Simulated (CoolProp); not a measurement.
Vapour-liquid equilibrium of R125 (1) + R236FA (2) at 9.21 kPa; x and y are mole fractions of (1).

The numbers come from the multi-fluid Helmholtz-energy mixture model, Lemmon 2005 and Pan 2012; pair parameters Bell 2016 in CoolProp.

```tsv
x	bubble temperature (K)	y at the bubble point	dew temperature at overall composition x (K)	liquid density (mol/L)
0.05	?	?	225.1	10.63
0.2	?	0.811	?	11.19
0.35	199.2	0.914	220.0	11.67
0.5	194.7	0.955	216.7	12.13
0.65	191.5	0.977	212.5	12.59
0.8	188.9	0.990	206.6	13.06
0.95	186.8	0.998	195.4	13.55
```

**Question.** Fill in the missing entries.

**Answer.** 
- 0.05, bubble temperature (K): 218.7
- 0.05, y at the bubble point: 0.412
- 0.2, bubble temperature (K): 206.1
- 0.2, dew temperature at overall composition x (K): 222.7

No azeotrope shows between x = 0.05 and 0.95.

Pair parameters are fitted to limited data, so mixtures are less certain than the pure fluids.
